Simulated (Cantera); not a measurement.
# Ignition delay

Mixture: 4.14 % C2H4, 21.0 % O2, 69.5 % N2, 5.38 % H2O, at 3750 Torr, adiabatic and at constant pressure. Ignition delay is the time to a rise of 400 K.

Computed with Cantera and GRI-Mech 3.0 (53 species, 325 reactions). GRI-Mech 3.0 was tuned for natural gas; its chemistry of ethylene as a main component is partial and can be far from experiment.

| T0 (K) | delay (ms) |
|---|---|
| 1000 | 31.1 |
| 1075 | 9.02 |
| 1150 | 1.88 |
| 1225 | 0.364 |
| 1300 | 0.0803 |
| 1375 | 0.0255 |
| 1450 | 0.0130 |
| 1525 | 0.00820 |
| 1600 | 0.00576 |
| 1675 | 0.00430 |

| Property | Result |
|---|---|
| apparent activation energy between 1525 and 1675 K | 91 kJ/mol |
